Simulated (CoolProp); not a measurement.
Properties of CF4 (R14) along the isobar 0.101 MPa (Tc = 227.4 K, pc = 3.762 MPa, ω = 0.178).

Computed with CoolProp (reference Helmholtz-energy equation of state, Platzer 1990). This equation is an older, rougher fit.

| T (K) | phase | density (kg/m³) | viscosity (µPa s) | conductivity (mW/(m K)) |
|---|---|---|---|---|
| 147.4 | gas | 7.502 | 8.87 | 5.49 |
| 157 | gas | 7.002 | 9.44 | 6.02 |
| 166.6 | gas | 6.569 | 10.0 | 6.57 |
| 176.2 | gas | 6.189 | 10.6 | 7.14 |
| 185.8 | gas | 5.852 | 11.1 | 7.74 |
| 195.4 | gas | 5.552 | 11.7 | 8.36 |
| 205 | gas | 5.281 | 12.2 | 9.00 |
| 214.6 | gas | 5.037 | 12.8 | 9.66 |
| 224.2 | gas | 4.814 | 13.3 | 10.3 |
| 233.8 | gas | 4.611 | 13.9 | 11.0 |
| 243.4 | gas | 4.425 | 14.4 | 11.7 |
| 253 | gas | 4.253 | 14.9 | 12.5 |
| 262.5 | gas | 4.096 | 15.4 | 13.2 |
| 272.1 | gas | 3.949 | 15.9 | 13.9 |
| 281.7 | gas | 3.812 | 16.4 | 14.7 |
| 291.3 | gas | 3.685 | 16.9 | 15.5 |

Viscosity comes from a separate model (Huber 2003), an estimate that may be off by 10 % or more. Thermal conductivity comes from a separate model (Huber 2003), an estimate that may be off by 10 % or more.
